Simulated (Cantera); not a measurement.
What does this Cantera script print?

```python
import numpy as np
import cantera as ct

gas = ct.Solution("gri30.yaml")
gas.TPX = 600, 100000, {'CH4': 1, 'C2H6': 0.072, 'C3H8': 0.15, 'O2': 3, 'N2': 11.3, 'H2O': 0.23}
inlet = ct.Reservoir(gas, clone=True)
gas.equilibrate("HP")  # start burning
reactor = ct.IdealGasConstPressureReactor(gas, energy="on", clone=False)
exhaust = ct.Reservoir(gas, clone=True)
tau = [0.065, 0.035, 0.018, 0.0099, 0.0053, 0.0028, 0.0015, 0.0008, 0.00043, 0.00023, 0.00012, 6.6e-05, 3.5e-05][0]
for a, b in ((inlet, reactor), (reactor, exhaust)):
    ct.MassFlowController(a, b, mdot=lambda t: reactor.mass / tau)
net = ct.ReactorNet([reactor])
show = ['CH4', 'C2H6', 'C3H8', 'NO', 'O', 'CH2']

rows = []
print(f"{'tau/s':>10s}{'T/K':>9s}" + "".join(f"{s:>11s}" for s in show))
for tau in [0.065, 0.035, 0.018, 0.0099, 0.0053, 0.0028, 0.0015, 0.0008, 0.00043, 0.00023, 0.00012, 6.6e-05, 3.5e-05]:
    net.initial_time = 0.0
    net.advance(30 * tau)
    before = gas.X
    net.advance(40 * tau)
    drift = np.max(np.abs(gas.X - before) / (gas.X + 1e-9))
    rows.append([gas.T, *gas[show].X, drift])
    print(f"{tau:10.3e}{gas.T:9.1f}" + "".join(f"{x:11.3e}" for x in gas[show].X))
```

Output:

```
     tau/s      T/K        CH4       C2H6       C3H8         NO          O        CH2
 6.500e-02   2346.3  2.098e-06  1.647e-08  4.081e-08  1.965e-03  7.464e-04  1.532e-07
 3.500e-02   2337.0  3.590e-06  3.040e-08  7.339e-08  1.553e-03  8.411e-04  2.634e-07
 1.800e-02   2320.4  6.182e-06  5.860e-08  1.356e-07  1.145e-03  1.006e-03  4.517e-07
 9.900e-03   2298.3  9.808e-06  1.052e-07  2.311e-07  8.413e-04  1.235e-03  7.026e-07
 5.300e-03   2267.3  1.561e-05  1.919e-07  3.958e-07  5.937e-04  1.580e-03  1.069e-06
 2.800e-03   2228.1  2.504e-05  3.498e-07  6.751e-07  4.081e-04  2.055e-03  1.586e-06
 1.500e-03   2183.8  4.028e-05  6.220e-07  1.132e-06  2.810e-04  2.631e-03  2.289e-06
 8.000e-04   2135.1  6.665e-05  1.107e-06  1.918e-06  1.938e-04  3.286e-03  3.304e-06
 4.300e-04   2084.6  1.135e-04  1.973e-06  3.296e-06  1.357e-04  3.935e-03  4.816e-06
 2.300e-04   2032.4  2.036e-04  3.630e-06  5.908e-06  9.519e-05  4.471e-03  7.283e-06
 1.200e-04   1975.8  4.034e-04  7.281e-06  1.163e-05  6.507e-05  4.685e-03  1.195e-05
 6.600e-05   1913.0  8.724e-04  1.581e-05  2.494e-05  4.260e-05  4.191e-03  2.101e-05
 3.500e-05    600.0  6.348e-02  4.571e-03  9.523e-03  6.791e-21  2.109e-26  3.275e-33
```

Model: GRI-Mech 3.0 (53 species, 325 reactions), integrated in Cantera. GRI-Mech 3.0 was tuned for natural gas; its chemistry of propane as a main component is partial and can be far from experiment.
